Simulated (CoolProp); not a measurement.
Vapour-liquid equilibrium of cyclohexane (1) + p-xylene (2) at 337.6 K; x and y are mole fractions of (1).

Values from CoolProp's multi-fluid Helmholtz-energy mixture model, Zhou 2014 and Zhou 2012; pair parameters Bell 2016.

| x | bubble pressure (kPa) | y at the bubble point | dew pressure at overall composition x (kPa) | liquid density (mol/L) |
|---|---|---|---|---|
| 0.05 | 12.04 | 0.340 | 8.725 | 7.787 |
| 0.2 | 21.97 | [?] | 10.18 | 7.922 |
| 0.35 | 30.39 | 0.811 | 12.20 | [?] |
| 0.5 | 37.77 | 0.876 | 15.21 | 8.205 |
| 0.65 | 44.56 | 0.921 | 20.13 | [?] |
| 0.8 | 51.19 | 0.957 | 29.41 | 8.516 |
| 0.95 | 58.04 | 0.989 | 49.84 | 8.684 |

### Question
Complete the blanks.

### Answer

- 0.2, y at the bubble point: 0.689
- 0.35, liquid density (mol/L): 8.061
- 0.65, liquid density (mol/L): 8.357

No azeotrope shows between x = 0.05 and 0.95.

The pair parameters rest on a limited set of measurements; away from them the model extrapolates.
